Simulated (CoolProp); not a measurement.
Vapour-liquid equilibrium of o-xylene (1) + n-nonane (2) at 341.6 K; x and y are mole fractions of (1).

Model: multi-fluid Helmholtz-energy mixture model, Zhou 2012 and Lemmon 2006; pair parameters Bell 2016, in CoolProp.

```tsv
x	bubble pressure, mixture model (bar)	bubble pressure, Raoult's law (bar)	y, mixture model	y, Raoult's law
0.05	0.06085	0.05991	0.080	0.066
0.15	0.06447	0.06193	0.220	0.191
0.25	0.06770	0.06394	0.340	0.309
0.35	0.07052	0.06595	0.443	0.419
0.45	0.07293	0.06796	0.535	0.523
0.55	0.07494	0.06997	0.620	0.621
0.65	0.07656	0.07198	0.700	0.714
0.75	0.07781	0.07399	0.779	0.801
0.85	0.07865	0.07600	0.861	0.884
0.95	0.07903	0.07801	0.951	0.962
```

The largest gap from Raoult's law is +7.3 % in bubble pressure, at x = 0.45. No azeotrope shows between x = 0.05 and 0.95.

Pair parameters are fitted to limited data, so mixtures are less certain than the pure fluids.
